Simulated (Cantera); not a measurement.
A closed system holds: 1 mol Cr, 0.018 mol H₂O, 1.7 mol N₂, at 0.400 bar.

Method: chemical equilibrium by Gibbs-energy minimisation in Cantera with the NASA 1993 tables (ideal gas, pure condensed phases). Candidate condensed phases: Cr, CrN, Cr₂N, Cr₂O₃, H₂O; 29 gas species. Mutual solubility and eutectic melting of coexisting phases are not modelled. The numbers say what is thermodynamically allowed, not how fast it happens.

Problem. What share of the Cr ends up in condensed phases as a function of T (K), at 1675, 1775, 1875, 1975, 2075, 2175, 2275, 2375, 2475?

Solution. 
```json
[
 {"T (K)": "1675", "Cr condensed (%)": "100.0", "as": "Cr₂N(s) + Cr₂O₃(s)"},
 {"T (K)": "1775", "Cr condensed (%)": "100.0", "as": "Cr(s) + Cr₂O₃(s)"},
 {"T (K)": "1875", "Cr condensed (%)": "99.9", "as": "Cr(s) + Cr₂O₃(s)"},
 {"T (K)": "1975", "Cr condensed (%)": "99.6", "as": "Cr(s) + Cr₂O₃(s)"},
 {"T (K)": "2075", "Cr condensed (%)": "98.9", "as": "Cr(s) + Cr₂O₃(s)"},
 {"T (K)": "2175", "Cr condensed (%)": "97.0", "as": "Cr(l) + Cr₂O₃(s)"},
 {"T (K)": "2275", "Cr condensed (%)": "92.7", "as": "Cr(l) + Cr₂O₃(s)"},
 {"T (K)": "2375", "Cr condensed (%)": "83.2", "as": "Cr(l) + Cr₂O₃(s)"},
 {"T (K)": "2475", "Cr condensed (%)": "62.3", "as": "Cr(l)"}
]
```
